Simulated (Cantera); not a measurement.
NaI + H2O + N2 (halide evaporation, hydrolysis and transport)

Charge: 1 mol NaI, 1 mol H2O, 0.84 mol N2, at 1330 Pa.

Equilibrium computed with Cantera from the NASA thermochemical tables; the gas is ideal and each condensed phase is pure. Candidate condensed phases: H2O, I2, Na, NaI, NaOH, NaO2, Na2O, Na2O2; 35 gas species. Gases not in the tables: NaBr and NaI dimers. Rates play no part.

```tsv
T (K)	x H2O	x NaI	x N2	x I	x Na	x H2	x NaOH	x OH
1175	0.351	0.351	0.296	0.000594	5.91e-5	0.000267	0.000559	1.59e-7
1275	0.351	0.350	0.296	0.00143	0.000287	0.000573	0.00119	1.09e-6
1375	0.349	0.348	0.295	0.00318	0.00105	0.00107	0.00220	5.71e-6
1475	0.347	0.344	0.294	0.00660	0.00310	0.00177	0.00362	2.42e-5
1575	0.343	0.335	0.293	0.0129	0.00764	0.00271	0.00540	8.61e-5
1675	0.337	0.321	0.290	0.0234	0.0163	0.00396	0.00738	0.000261
1775	0.328	0.299	0.285	0.0399	0.0311	0.00570	0.00922	0.000679
1875	0.316	0.267	0.278	0.0633	0.0533	0.00826	0.0105	0.00154
1975	0.299	0.225	0.268	0.0933	0.0832	0.0120	0.0109	0.00308
2075	0.278	0.177	0.256	0.128	0.118	0.0173	0.0103	0.00557
```
x: gas mole fraction; nothing condenses.

From 1175 K to 2075 K nothing is condensed.
